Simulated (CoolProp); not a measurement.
Properties of octamethyltrisiloxane (MDM) along the isobar 1.9 MPa.

Model: reference Helmholtz-energy equation of state, Thol 2017, in CoolProp.

| T (K) | phase | cv (kJ/(kg K)) | expansivity (1/kK) |
|---|---|---|---|
| 480 | liquid | 1.921 | ? |
| 487.3 | liquid | 1.938 | 2.470 |
| 494.6 | liquid | 1.956 | 2.622 |
| 502 | liquid | ? | 2.803 |
| 509.3 | liquid | 1.990 | ? |
| 516.6 | liquid | ? | 3.271 |
| 523.9 | liquid | ? | 3.588 |
| 531.2 | liquid | 2.042 | 3.989 |
| 538.5 | liquid | 2.059 | ? |
| 545.8 | liquid | 2.077 | 5.246 |
| 553.1 | liquid | 2.096 | 6.316 |
| 560.4 | liquid | ? | 8.036 |
| 567.7 | supercritical | 2.136 | 11.19 |
| 575 | supercritical | 2.161 | 18.16 |

Problem. Complete the blanks.

Solution. 
- 480, expansivity (1/kK): 2.338
- 502, cv (kJ/(kg K)): 1.973
- 509.3, expansivity (1/kK): 3.015
- 516.6, cv (kJ/(kg K)): 2.007
- 523.9, cv (kJ/(kg K)): 2.025
- 538.5, expansivity (1/kK): 4.518
- 560.4, cv (kJ/(kg K)): 2.115
